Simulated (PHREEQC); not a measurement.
Synthetic water in mg/kgw, 51 °C, pH 6.39: Na 2480; K 173; Ca 340; Mg 62.6; Cl 4620; S(6) as SO4 155; Alkalinity as HCO3 8.19; Si as SiO2 86.7.

Cl is adjusted to close the charge balance.
Valence states are taken as typed.

Model: Pitzer model, pitzer.dat, run in PHREEQC.

```
quantity               before     after
--------------------  -------  --------
CO2 (mol/kgw)         8.05e-5  0.000163
H3SiO4- (mol/kgw)     1.70e-6   8.54e-7
CO3-2 (mol/kgw)       7.14e-8   3.62e-8
HSO4- (mol/kgw)       3.89e-8   7.76e-8
MgOH+ (mol/kgw)       2.86e-8   1.43e-8
MgCO3 (mol/kgw)       1.80e-8   9.11e-9
SI of SiO2(a) (SiO2)    -0.37     -0.37
```

Task: Name the change that produced these shifts.
(A) pH from 6.39 to 6.09 at the same alkalinity
(B) Na from 2480 to 7440 mg/kgw
(C) pH from 6.39 to 6.69 at the same alkalinity

Result: A, pH from 6.39 to 6.09 at the same alkalinity

No solid was allowed to form. Constants without temperature data keep their 25 °C values here.
